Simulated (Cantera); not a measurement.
# Equilibrium for thermal oxidation and active oxidation of silicon: Si + H2O + H2 + O2

Feed: 1 mol Si, 0.14 mol H2O, 68 mol H2, 0.063 mol O2, at 2.70e-6 bar.

Equilibrium computed with Cantera from the NASA thermochemical tables; the gas is ideal and each condensed phase is pure. Candidate condensed phases: H2O, Si, SiO2; 18 gas species. Mutual solubility and eutectic melting of coexisting phases are not modelled. Rates play no part.

| T (K) | x H2 | x SiO | x H | x Si | x SiH | n Si(s) | n SiO2(β-quartz) |
|---|---|---|---|---|---|---|---|
| 925 | 1.000 | 6.50e-6 | 1.58e-7 | <1e-12 | <1e-12 | 0.867 | 0.133 |
| 975 | 1.000 | 6.61e-5 | 6.96e-7 | 1.65e-11 | 2.39e-12 | 0.865 | 0.131 |
| 1025 | 0.999 | 0.000534 | 2.65e-6 | 2.44e-10 | 2.23e-11 | 0.849 | 0.115 |
| 1075 | 0.996 | 0.00354 | 8.91e-6 | 2.81e-9 | 1.69e-10 | 0.746 | 0.0120 |
| 1125 | 0.996 | 0.00389 | 2.70e-5 | 2.60e-8 | 1.07e-9 | 0.734 | 0 |
| 1175 | 0.996 | 0.00389 | 7.45e-5 | 1.98e-7 | 5.74e-9 | 0.734 | 0 |
| 1225 | 0.996 | 0.00389 | 0.000189 | 1.28e-6 | 2.69e-8 | 0.734 | 0 |
| 1275 | 0.996 | 0.00389 | 0.000448 | 7.14e-6 | 1.12e-7 | 0.734 | 0 |
| 1325 | 0.995 | 0.00389 | 0.000993 | 3.49e-5 | 4.15e-7 | 0.732 | 0 |
| 1375 | 0.994 | 0.00388 | 0.00208 | 0.000152 | 1.40e-6 | 0.723 | 0 |
x: gas mole fraction; n: condensed amount in mol.

From 925 K to 1075 K the condensed part is Si(s) + SiO2(β-quartz). From 1125 K to 1375 K the condensed part is Si(s). The main Si-bearing gas is SiO throughout. The share of Si in condensed phases is highest at 925 K (100.0 %) and lowest at 1375 K (72.3 %).
